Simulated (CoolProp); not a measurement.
Saturation properties of R1233zd(E).

Model: reference Helmholtz-energy equation of state, Akasaka 2022, in CoolProp.

```tsv
T (K)	p (bar)	liquid density (kg/m³)	vapour density (kg/m³)	enthalpy of vaporisation (kJ/kg)	liquid cp (kJ/(kg K))
294	1.121	1273	6.265	193.0	1.177
300.6	1.421	1257	7.834	189.7	1.191
307.2	1.780	1241	9.698	186.3	1.206
313.8	2.206	1224	11.89	182.8	1.221
320.4	2.706	1207	14.47	179.1	1.236
327	3.289	1190	17.47	175.3	1.253
333.6	3.964	1172	20.95	171.3	1.270
340.2	4.738	1153	24.97	167.2	1.289
346.8	?	?	29.61	162.8	1.308
353.4	6.626	1114	34.95	158.2	?
360	7.758	1094	41.09	153.4	1.353
366.6	?	1072	48.16	148.2	1.379
373.2	10.45	1050	56.30	142.7	1.409
379.8	12.04	1026	65.71	136.8	1.443
```

**Question.** Some entries are withheld; supply them.

**Answer.** 
- 346.8, p (bar): 5.623
- 346.8, liquid density (kg/m³): 1134
- 353.4, liquid cp (kJ/(kg K)): 1.330
- 366.6, p (bar): 9.030

It boils at 291.3 K under 1 atm.
